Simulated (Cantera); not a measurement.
Adiabatic ignition

An adiabatic, constant-pressure homogeneous reactor starts with 44.4 % H₂, 11.7 % O₂, 43.9 % N₂, at 1325 K and 1.58 atm.

Cantera simulation using GRI-Mech 3.0 (53 species, 325 reactions); the numbers are that mechanism's predictions, not measurements.

| t (s) | T (K) | x H₂ | x O₂ | x H₂O | x O | x N₂O | x HO₂ | x OH |
|---|---|---|---|---|---|---|---|---|
| 3.00e-6 | 1325 | 0.444 | 0.117 | 5.12e-7 | 4.38e-8 | <1e-12 | 1.99e-7 | 2.86e-8 |
| 7.57e-6 | 1325 | 0.444 | 0.117 | 3.34e-5 | 2.21e-6 | 3.26e-12 | 3.79e-6 | 1.45e-6 |
| 1.91e-5 | 1826 | 0.171 | 0.00567 | 0.208 | 0.00825 | 1.65e-8 | 5.93e-6 | 0.0124 |
| 4.82e-5 | 2471 | 0.209 | 0.00127 | 0.234 | 0.00272 | 1.77e-8 | 1.17e-6 | 0.0139 |
| 0.000122 | 2701 | 0.222 | 0.000425 | 0.247 | 0.000939 | 3.36e-8 | 4.83e-7 | 0.00964 |
| 0.000307 | 2757 | 0.226 | 0.000272 | 0.250 | 0.000609 | 4.19e-8 | 3.20e-7 | 0.00807 |
| 0.000775 | 2758 | 0.226 | 0.000264 | 0.250 | 0.000593 | 4.43e-8 | 3.12e-7 | 0.00796 |
| 0.00195 | 2756 | 0.227 | 0.000259 | 0.250 | 0.000584 | 5.01e-8 | 3.06e-7 | 0.00789 |
| 0.00493 | 2756 | 0.227 | 0.000258 | 0.250 | 0.000581 | 5.31e-8 | 3.05e-7 | 0.00787 |
| 0.0124 | 2756 | 0.227 | 0.000258 | 0.250 | 0.000581 | 5.32e-8 | 3.04e-7 | 0.00787 |
| 0.0314 | 2756 | 0.227 | 0.000258 | 0.250 | 0.000581 | 5.32e-8 | 3.04e-7 | 0.00787 |
| 0.0793 | 2756 | 0.227 | 0.000258 | 0.250 | 0.000581 | 5.32e-8 | 3.04e-7 | 0.00787 |
| 0.200 | 2756 | 0.227 | 0.000258 | 0.250 | 0.000581 | 5.32e-8 | 3.04e-7 | 0.00787 |
x: mole fraction; the columns are a selection and need not sum to one.

```yaml
time_of_steepest_temperature_rise: 17.3 µs
temperature at 0.200 s: 2756 K
equilibrium_temperature: 2756 K
x(H₂) at 0.200 s: 0.227 (gas-phase equilibrium 0.227)
x(O₂) at 0.200 s: 0.000258 (gas-phase equilibrium 0.000258)
x(H₂O) at 0.200 s: 0.250 (gas-phase equilibrium 0.250)
```
